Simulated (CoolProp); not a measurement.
Vapour-liquid equilibrium of R125 (1) + fluoroethane (R161) (2) at -89.45 °C; x and y are mole fractions of (1).

The numbers come from the multi-fluid Helmholtz-energy mixture model, Lemmon 2005 and Wu 2012; pair parameters Bell 2016 in CoolProp.

| x | bubble pressure (MPa) | y at the bubble point | dew pressure at overall composition x (MPa) | liquid density (mol/L) |
|---|---|---|---|---|
| 0.05 | 0.004303 | 0.077 | 0.004261 | 18.18 |
| 0.125 | 0.004529 | 0.198 | 0.004386 | 17.77 |
| 0.2 | 0.004812 | 0.319 | 0.004532 | 17.37 |
| 0.275 | 0.005137 | 0.429 | 0.004702 | 16.98 |
| 0.35 | 0.005481 | 0.526 | 0.004898 | 16.60 |
| 0.425 | 0.005826 | 0.608 | 0.005123 | 16.23 |
| 0.5 | 0.006156 | 0.677 | 0.005382 | 15.87 |
| 0.575 | 0.006460 | 0.736 | 0.005680 | 15.53 |
| 0.65 | 0.006732 | 0.786 | 0.006020 | 15.19 |
| 0.725 | 0.006974 | 0.831 | 0.006402 | 14.87 |
| 0.8 | 0.007185 | 0.873 | 0.006809 | 14.56 |
| 0.875 | 0.007370 | 0.915 | 0.007196 | 14.26 |
| 0.95 | 0.007528 | 0.963 | 0.007490 | 13.97 |

No azeotrope shows between x = 0.05 and 0.95.

Pair parameters are fitted to limited data, so mixtures are less certain than the pure fluids. The gap from Raoult's law changes sign with composition, which may be real or a fault of the pair parameters; it wasn't checked against measurements.
